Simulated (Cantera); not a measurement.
Ammonia decomposition in nitride growth gas

An isothermal, constant-pressure homogeneous reactor starts with NH3 : H2 = 1 : 5.7 (molar parts), at 1725 K and 20.0 Torr.

Cantera simulation using the gas-phase N/H chemistry of the illustrative SiF4/NH3 mechanism in the Surface Chemkin manual (1991); the numbers are that mechanism's predictions, not measurements. Walls and surfaces, which speed up NH3 decomposition in real reactors, are not modelled.

```csv
t (s),x NH3,x H2,x N2,x NH,x N2H4
5.00e-6,0.149,0.851,<1e-12,<1e-12,<1e-12
1.79e-5,0.149,0.851,<1e-12,<1e-12,<1e-12
6.42e-5,0.149,0.851,<1e-12,<1e-12,<1e-12
0.000230,0.149,0.851,<1e-12,4.66e-12,<1e-12
0.000823,0.149,0.851,5.69e-12,6.51e-11,<1e-12
0.00295,0.149,0.851,4.67e-10,8.57e-10,<1e-12
0.0106,0.149,0.851,2.69e-8,1.10e-8,1.27e-11
0.0379,0.149,0.851,1.56e-6,1.39e-7,1.61e-10
0.136,0.149,0.851,8.71e-5,1.11e-6,1.29e-9
0.486,0.147,0.852,0.000905,1.43e-6,1.64e-9
1.74,0.140,0.856,0.00382,1.41e-6,1.54e-9
6.23,0.119,0.867,0.0130,1.32e-6,1.23e-9
22.3,0.0704,0.895,0.0343,1.08e-6,5.85e-10
80.0,0.0154,0.926,0.0582,5.96e-7,7.02e-11
```
x: mole fraction; the columns are a selection and need not sum to one.

Equilibrium at this temperature and pressure: NH3 2.09e-7, H2 0.934, N2 0.0649, NH 4.21e-11, N2H4 <1e-12 (gas phase only).
